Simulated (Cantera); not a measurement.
Charge: 1 mol Fe3O4, 0.38 mol CH4, 0.41 mol H2, at 20.3 Torr.

Method: chemical equilibrium by Gibbs-energy minimisation in Cantera with the NASA 1993 tables (ideal gas, pure condensed phases). Candidate condensed phases: C, C6H6, C7H8, C8H18, Fe, Fe(CO)5, FeO, Fe(OH)2, Fe(OH)3, Fe2O3, Fe3O4, H2O; 114 gas species. The tables' stoichiometric FeO is somewhat more stable than real wüstite, so its field is too wide. FeO: taken at fixed stoichiometry. The numbers say what is thermodynamically allowed, not how fast it happens. All values below are at 2623 K.

Base state: Fe 0.314, H2O 0.220, FeO 0.0778, CO 0.0672, O2 0.0659, H 0.0600, OH 0.0572, H2 0.0548 (mole fractions); condensed: FeO(l).

### Question
What changes in the equilibrium state with this change: CH4 from 0.38 to 3 mol?

### Answer
```json
[
 {"species": "H2", "before": "0.0548", "after": "0.340"},
 {"species": "Fe", "before": "0.314", "after": "0.220"},
 {"species": "CO", "before": "0.0672", "after": "0.217"},
 {"species": "H2O", "before": "0.220", "after": "0.0581"},
 {"species": "O2", "before": "0.0659", "after": "0.000120"},
 {"species": "FeO", "before": "0.0778", "after": "0.00232"},
 {"species": "O", "before": "0.0403", "after": "0.00172"},
 {"species": "OH", "before": "0.0572", "after": "0.00606"},
 {"species": "CO2", "before": "0.0414", "after": "0.00568"},
 {"species": "H", "before": "0.0600", "after": "0.149"},
 {"species": "Fe(OH)2", "before": "0.000692", "after": "5.45e-6"},
 {"species": "FeO(l), mol", "before": "1.63", "after": "0"}
]
```
